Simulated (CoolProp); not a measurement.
The fluid at 254.72 K and 0.691 MPa is throttled through a valve to 0.211 MPa with no heat exchange. The same conditions are run with several fluids, on thermodynamics alone (safety and materials aside).

Model: reference Helmholtz-energy equation of state of each fluid (normal hydrogen: Leachman 2009; ethylene: Smukala 2000; carbon monoxide: Lemmon 2006; carbon dioxide: Span 1996; ethane: Bücker 2006), in CoolProp.

```
fluid            temperature change (K)  final density (kg/m³)
---------------  ----------------------  ---------------------
normal hydrogen                       …                      …
ethylene                           -7.7                      …
carbon monoxide                       …                   2.81
carbon dioxide                        …                      …
ethane                                …                      …
```

Some entries are withheld; supply them.


- normal hydrogen, temperature change (K): +0.1
- normal hydrogen, final density (kg/m³): 0.200
- ethylene, final density (kg/m³): 2.95
- carbon monoxide, temperature change (K): -1.7
- carbon dioxide, temperature change (K): -8.3
- carbon dioxide, final density (kg/m³): 4.62
- ethane, temperature change (K): -8.6
- ethane, final density (kg/m³): 3.19
